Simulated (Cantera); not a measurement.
NO annealing gas

An isothermal, constant-pressure homogeneous reactor starts with 72.5 % NO, 25.4 % N₂, 2.10 % H₂O, at 2123 K and 5400 Pa.

Computed with Cantera and GRI-Mech 3.0 (53 species, 325 reactions).

```
t (s)       x NO       x O      x O₂   x N₂     x N₂O
--------  ------  --------  --------  -----  --------
5.00e-6    0.725   3.77e-7  9.84e-11  0.254   3.82e-7
1.72e-5    0.725   1.25e-6   1.14e-9  0.254   1.31e-6
5.92e-5    0.725   3.80e-6   1.29e-8  0.254   4.49e-6
0.000204   0.725   9.07e-6   1.47e-7  0.254   1.51e-5
0.000701   0.725   1.75e-5   2.18e-6  0.254   4.79e-5
0.00241    0.725   7.77e-5   8.85e-5  0.254  0.000122
0.00830    0.722  0.000206   0.00119  0.254  0.000108
0.0285     0.713  0.000607   0.00552  0.259   7.01e-5
0.0982     0.678   0.00113    0.0220  0.276   7.65e-5
0.338      0.559   0.00208    0.0806  0.335   5.72e-5
1.16       0.252   0.00344     0.233  0.489   1.17e-5
4.00      0.0340   0.00412     0.342  0.597   3.29e-7
```
x: mole fraction; the columns are a selection and need not sum to one.

Equilibrium at this temperature and pressure: NO 0.0120, O 0.00419, O₂ 0.352, N₂ 0.608, N₂O 1.37e-7 (gas phase only).
